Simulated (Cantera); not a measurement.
Charge: 1 mol CHF₃, 0.063 mol H₂, at 0.270 bar.

Cantera equilibrium calculation (NASA polynomials, part measured and part estimated; ideal gas, pure solids and liquids). Candidate condensed phases: C, C₆H₆, C₇H₈, C₈H₁₈; 95 gas species. Gases not in the tables: C₂F₆ and larger saturated fluorocarbons. Rates play no part.

Problem. At 1825 °C, list the 5 most abundant gas species with their mole fractions, and the condensed phases.

Solution. HF 0.694, CF₄ 0.273, CF₂ 0.0243, F 0.00531, CF₃ 0.00286. Condensed: C(graphite).
